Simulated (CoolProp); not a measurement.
Vapour-liquid equilibrium of R22 (1) + R134a (2) at 1360 kPa; x and y are mole fractions of (1).

The numbers come from the multi-fluid Helmholtz-energy mixture model, Kamei 1995 and Tillner-Roth 1994; pair parameters Bell 2016 in CoolProp.

| x | bubble temperature, mixture model (K) | bubble temperature, Raoult's law (K) | y, mixture model | y, Raoult's law |
|---|---|---|---|---|
| 0.05 | 323.2 | 323.5 | 0.069 | 0.072 |
| 0.15 | 321.1 | 321.6 | 0.198 | 0.207 |
| 0.25 | 319.1 | 319.9 | 0.316 | 0.331 |
| 0.35 | 317.3 | 318.2 | 0.424 | 0.445 |
| 0.45 | 315.6 | 316.5 | 0.526 | 0.550 |
| 0.55 | 314.1 | 314.9 | 0.620 | 0.647 |
| 0.65 | 312.6 | 313.4 | 0.710 | 0.737 |
| 0.75 | 311.3 | 311.9 | 0.796 | 0.819 |
| 0.85 | 310.0 | 310.4 | 0.879 | 0.896 |
| 0.95 | 308.9 | 309.0 | 0.960 | 0.967 |

The largest gap from Raoult's law is -0.9 K in bubble temperature, at x = 0.45. No azeotrope shows between x = 0.05 and 0.95.

Pair parameters are fitted to limited data, so mixtures are less certain than the pure fluids.
